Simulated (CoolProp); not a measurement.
A simple Rankine cycle with dimethyl carbonate: condensing at 298.15 K, boiler at 0.248 MPa, turbine inlet 399.1 K, turbine efficiency 0.85, pump efficiency 0.8, no recuperator. Each further row changes one setting.

Model: reference Helmholtz-energy equation of state, Zhou 2011, in CoolProp.

```
case                             thermal efficiency (%)  net work (kJ/kg)  heat in (kJ/kg)  turbine exit temperature (K)  volume ratio over the turbine
-------------------------------  ----------------------  ----------------  ---------------  ----------------------------  -----------------------------
as stated                                          17.5              95.6              545                         323.0                           29.1
turbine inlet 419.1 K                                 ?                 ?              575                         342.2                           29.1
condensing temperature 290.15 K                    18.9               106              560                         314.7                           43.4
boiler pressure 0.174 MPa                          16.0              87.7                ?                         330.9                              ?
turbine efficiency 0.75                            15.5              84.3              545                         331.9                           29.9
```

**Question.** What belongs in the gaps?

**Answer.** 
- turbine inlet 419.1 K, thermal efficiency (%): 17.6
- turbine inlet 419.1 K, net work (kJ/kg): 101
- boiler pressure 0.174 MPa, heat in (kJ/kg): 547
- boiler pressure 0.174 MPa, volume ratio over the turbine: 20.6
